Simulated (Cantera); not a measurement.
Input: 1 mol FeS, 0.23 mol SO2, 5.2 mol CO2, at 13.3 mbar.

Method: chemical equilibrium by Gibbs-energy minimisation in Cantera with the NASA 1993 tables (ideal gas, pure condensed phases). Candidate condensed phases: C, Fe, Fe(CO)5, FeO, FeS, FeSO4, FeS2, Fe2O3, Fe2(SO4)3, Fe3O4, S; 25 gas species. Metal and sulfide melt together well below either melting point, which pure phases cannot show. Mutual solubility and eutectic melting of coexisting phases are not modelled. The tables' stoichiometric FeO is somewhat more stable than real wüstite, so its field is too wide. FeO, FeS: taken at fixed stoichiometry. Gases not in the tables: S3 to S7. Equilibrium is a limit: real reactors are often held back by kinetics, nucleation or transport.

x: gas mole fraction; n: condensed amount in mol.

| T (K) | x CO2 | x CO | x SO2 | x S2 | x SO | x COS | n FeS(s) | n Fe3O4(s) | n FeO(s) | n FeO(l) |
|---|---|---|---|---|---|---|---|---|---|---|
| 1023 | 0.943 | 0.0101 | 0.0411 | 0.00503 | 1.45e-5 | 0.000277 | 0.949 | 0.0170 | 0 | 0 |
| 1098 | 0.925 | 0.0238 | 0.0432 | 0.00721 | 4.33e-5 | 0.000381 | 0.911 | 0.0296 | 0 | 0 |
| 1173 | 0.893 | 0.0485 | 0.0477 | 0.0103 | 0.000117 | 0.000496 | 0.848 | 0.0507 | 0 | 0 |
| 1248 | 0.830 | … | … | … | … | … | … | 0 | … | 0 |
| 1323 | … | … | … | … | … | … | … | 0 | … | 0 |
| 1398 | 0.635 | 0.229 | 0.0728 | 0.0600 | 0.00166 | 0.00131 | 0.0457 | 0 | 0.954 | 0 |
| 1473 | 0.576 | 0.276 | 0.0922 | 0.0520 | 0.00307 | 0.000996 | 0 | 0 | 1.000 | 0 |
| 1548 | 0.525 | 0.317 | 0.112 | 0.0400 | 0.00512 | 0.000711 | 0 | 0 | 1.000 | 0 |
| 1623 | 0.479 | 0.354 | 0.130 | 0.0289 | 0.00785 | 0.000494 | 0 | 0 | 1.000 | 0 |
| 1698 | 0.439 | 0.385 | 0.144 | 0.0193 | 0.0111 | 0.000330 | 0 | 0 | 0 | 1.000 |

Problem. Fill in the missing entries.

Solution. 
- 1248, x CO: 0.0909
- 1248, x SO2: 0.0572
- 1248, x S2: 0.0202
- 1248, x SO: 0.000320
- 1248, x COS: 0.000752
- 1248, n FeS(s): 0.671
- 1248, n FeO(s): 0.329
- 1323, x CO2: 0.744
- 1323, x CO: 0.152
- 1323, x SO2: 0.0655
- 1323, x S2: 0.0362
- 1323, x SO: 0.000768
- 1323, x COS: 0.00104
- 1323, n FeS(s): 0.416
- 1323, n FeO(s): 0.584
